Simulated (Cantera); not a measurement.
Cantera run, input and output.

```python
import numpy as np
import cantera as ct

gas = ct.Solution("gri30.yaml")
gas.TPX = 700, 130000, {'CH4': 1, 'C2H6': 0.14, 'O2': 2.59, 'N2': 9.75}
flame = ct.FreeFlame(gas, width=0.033)
flame.set_refine_criteria(ratio=3, slope=0.08, curve=0.16)
flame.transport_model = "mixture-averaged"
flame.solve(loglevel=0, auto=True)
flame.transport_model = "multicomponent"
flame.soret_enabled = True
flame.solve(loglevel=0, refine_grid=True)
z, T = flame.grid, flame.T
thick = (T[-1] - T[0]) / np.gradient(T, z).max()
show = ['CH4', 'C2H6', 'O2', 'H2', 'CH2O', 'C2H']
print(f"laminar burning velocity  {flame.velocity[0] * 100:.3f} cm/s")
print(f"burnt temperature         {T[-1]:.1f} K")
print(f"thermal thickness         {thick * 1e3:.4f} mm")
print(f"grid points               {len(z)}")
z0 = z[flame.heat_release_rate.argmax()]
print(f"{'z/mm':>9s}{'T/K':>9s}{'u/(m/s)':>9s}" + "".join(f"{s:>11s}" for s in show))
rows = []
for k in (-3, -2, -1.5, -1, -0.5, -0.25, 0, 0.25, 0.5, 1, 2, 4, 8):
    zz = z0 + k * thick
    rows.append([k * thick, np.interp(zz, z, T), np.interp(zz, z, flame.velocity),
                 *(np.interp(zz, z, flame.X[gas.species_index(s)]) for s in show)])
    print(f"{rows[-1][0] * 1e3:9.3f}{rows[-1][1]:9.1f}{rows[-1][2]:9.3f}" + "".join(f"{x:11.3e}" for x in rows[-1][3:]))
```

Result:

```
laminar burning velocity  166.544 cm/s
burnt temperature         2418.0 K
thermal thickness         0.2453 mm
grid points               143
     z/mm      T/K  u/(m/s)        CH4       C2H6         O2         H2       CH2O        C2H
   -0.736    700.1    1.667  7.412e-02  1.038e-02  1.920e-01  6.532e-04  1.696e-07  1.009e-17
   -0.491    702.2    1.674  7.380e-02  1.037e-02  1.916e-01  2.011e-03  4.074e-06  6.597e-18
   -0.368    708.2    1.691  7.315e-02  1.034e-02  1.910e-01  3.556e-03  1.796e-05  3.322e-18
   -0.245    749.7    1.797  7.000e-02  1.019e-02  1.878e-01  6.821e-03  1.430e-04 -1.173e-15
   -0.123   1057.5    2.570  5.298e-02  7.818e-03  1.612e-01  1.402e-02  1.069e-03  5.154e-11
   -0.061   1438.7    3.546  3.137e-02  3.427e-03  1.221e-01  1.921e-02  1.432e-03  1.775e-08
    0.000   1821.5    4.546  8.366e-03  2.172e-04  7.396e-02  2.082e-02  8.295e-04  6.462e-07
    0.061   1988.4    4.973  7.136e-04  8.221e-07  4.474e-02  1.647e-02  1.462e-04  4.158e-07
    0.123   2035.9    5.076  2.972e-05  7.354e-10  3.404e-02  1.366e-02  7.859e-06  1.991e-08
    0.245   2089.3    5.178  5.943e-08  6.918e-15  2.818e-02  1.287e-02  1.773e-08  1.936e-11
    0.491   2158.2    5.321  1.284e-11 -1.275e-16  2.493e-02  1.203e-02  1.472e-10  2.013e-15
    0.981   2239.8    5.494  1.002e-16 -1.485e-17  2.202e-02  1.012e-02  1.062e-10 -8.504e-18
    1.963   2318.3    5.657  7.381e-17 -2.163e-18  1.906e-02  7.910e-03  7.289e-11 -1.811e-18
```

Cantera simulation using GRI-Mech 3.0 (53 species, 325 reactions); the numbers are that mechanism's predictions, not measurements. Burning velocities carry a grid error of a few per cent, more on coarse grids.
